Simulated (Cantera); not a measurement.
## Premixed flame

A freely propagating, adiabatic, planar premixed flame of CH4 : C2H6 : C3H8 : O2 : N2 : H2O = 1 : 0.52 : 0.067 : 3.78 : 16.6 : 0.085 (molar parts), equivalence ratio 1.1, unburnt at 423 K and 960000 Pa; mixture-averaged transport, grid criteria slope 0.08 and curve 0.16, no radiation.

Detailed kinetics in Cantera: GRI-Mech 3.0 (53 species, 325 reactions). Burning velocities carry a grid error of a few per cent, more on coarse grids.

```json
[
 {"z (mm)": "-0.268", "T (K)": "424", "u (m/s)": "0.238", "x CH4": "0.0453", "x C2H6": "0.0236", "x C3H8": "0.00304", "x O": "<1e-8", "x N2O": "<1e-8", "x NO2": "<1e-8"},
 {"z (mm)": "-0.179", "T (K)": "429", "u (m/s)": "0.242", "x CH4": "0.0450", "x C2H6": "0.0235", "x C3H8": "0.00303", "x O": "<1e-8", "x N2O": "<1e-8", "x NO2": "3.33e-8"},
 {"z (mm)": "-0.134", "T (K)": "451", "u (m/s)": "0.255", "x CH4": "0.0442", "x C2H6": "0.0233", "x C3H8": "0.00302", "x O": "<1e-8", "x N2O": "<1e-8", "x NO2": "1.85e-7"},
 {"z (mm)": "-0.0894", "T (K)": "574", "u (m/s)": "0.327", "x CH4": "0.0405", "x C2H6": "0.0221", "x C3H8": "0.00293", "x O": "<1e-8", "x N2O": "<1e-8", "x NO2": "1.32e-6"},
 {"z (mm)": "-0.0447", "T (K)": "1050", "u (m/s)": "0.609", "x CH4": "0.0269", "x C2H6": "0.0140", "x C3H8": "0.00200", "x O": "1.64e-7", "x N2O": "7.29e-8", "x NO2": "4.28e-6"},
 {"z (mm)": "-0.0223", "T (K)": "1461", "u (m/s)": "0.856", "x CH4": "0.0149", "x C2H6": "0.00481", "x C3H8": "0.000635", "x O": "1.38e-5", "x N2O": "1.55e-7", "x NO2": "1.45e-6"},
 {"z (mm)": "0", "T (K)": "1842", "u (m/s)": "1.09", "x CH4": "0.00357", "x C2H6": "0.000156", "x C3H8": "6.02e-6", "x O": "0.000161", "x N2O": "2.51e-7", "x NO2": "7.73e-8"},
 {"z (mm)": "0.0223", "T (K)": "2009", "u (m/s)": "1.18", "x CH4": "0.000215", "x C2H6": "2.47e-7", "x C3H8": "<1e-8", "x O": "0.000413", "x N2O": "2.91e-7", "x NO2": "2.72e-8"},
 {"z (mm)": "0.0447", "T (K)": "2067", "u (m/s)": "1.21", "x CH4": "7.85e-6", "x C2H6": "<1e-8", "x C3H8": "<1e-8", "x O": "0.000400", "x N2O": "2.77e-7", "x NO2": "2.48e-8"},
 {"z (mm)": "0.0894", "T (K)": "2116", "u (m/s)": "1.23", "x CH4": "3.12e-8", "x C2H6": "<1e-8", "x C3H8": "<1e-8", "x O": "0.000208", "x N2O": "2.03e-7", "x NO2": "1.88e-8"},
 {"z (mm)": "0.179", "T (K)": "2148", "u (m/s)": "1.25", "x CH4": "<1e-8", "x C2H6": "<1e-8", "x C3H8": "<1e-8", "x O": "7.13e-5", "x N2O": "1.16e-7", "x NO2": "1.17e-8"},
 {"z (mm)": "0.357", "T (K)": "2164", "u (m/s)": "1.26", "x CH4": "<1e-8", "x C2H6": "<1e-8", "x C3H8": "<1e-8", "x O": "1.95e-5", "x N2O": "5.54e-8", "x NO2": "<1e-8"},
 {"z (mm)": "0.715", "T (K)": "2169", "u (m/s)": "1.26", "x CH4": "<1e-8", "x C2H6": "<1e-8", "x C3H8": "<1e-8", "x O": "6.34e-6", "x N2O": "2.77e-8", "x NO2": "<1e-8"}
]
```
x: mole fraction of selected species; z is measured from the peak of heat release.

```
Quantity                     Result
------------------------  ---------
laminar burning velocity  23.8 cm/s
thermal thickness         0.0894 mm
peak x(O)                  0.000439
grid points                     145
```
